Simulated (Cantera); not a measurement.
A closed system holds: 1 mol SiC, 0.0065 mol H2O, 6.6 mol H2, 0.29 mol CO2, at 1452 °C.

These are equilibrium values from Cantera (NASA tables, ideal gas, pure condensed phases), not measurements of a reactor. Candidate condensed phases: C, C6H6, C7H8, C8H18, H2O, Si, SiC, SiO2; 123 gas species. Kinetics and transport are ignored.

### Question
At 0.100 Pa, list the 5 most abundant gas species with their mole fractions, and the condensed phases.

### Answer
H2 0.734, H 0.159, CO 0.0710, Si 0.0339, SiO 0.00124. Condensed: SiC(s).
